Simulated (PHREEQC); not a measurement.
A solution holds 0.00019 mol/kgw PbCl2, 0.00091 mol/kgw HBF4 and 0.0016 mol/kgw Zn(NO3)2, at 65 °C. It is in equilibrium with CO2 at log p = -3.4 (atm). Otherwise closed; pH follows from the charge balance.

Computed with PHREEQC (ion-association model, wateq4f.dat).

| Quantity | Value |
|---|---|
| pH | 3.03 |
| ionic strength | 0.00630 mol/kgw |
| total alkalinity | -3.64 meq/kg |

```json
[
 {"species": "NO3-", "molality": "0.00319", "activity": "0.00291", "log γ": "-0.041"},
 {"species": "HF", "molality": "0.00243", "activity": "0.00244", "log γ": "0.001"},
 {"species": "Zn+2", "molality": "0.00157", "activity": "0.00111", "log γ": "-0.151"},
 {"species": "H+", "molality": "0.00101", "activity": "0.000928", "log γ": "-0.035"},
 {"species": "F-", "molality": "0.000886", "activity": "0.000808", "log γ": "-0.040"},
 {"species": "H3BO3", "molality": "0.000822", "activity": "0.000824", "log γ": "0.001"},
 {"species": "Cl-", "molality": "0.000370", "activity": "0.000338", "log γ": "-0.040"}
]
```

No solid was allowed to form. Complexes and solids missing from the database can't appear. Away from 25 °C the constants follow the database's enthalpies or fits; those with neither stay at their 25 °C values. Real BF4- forms and hydrolyses slowly; the run takes it at equilibrium.
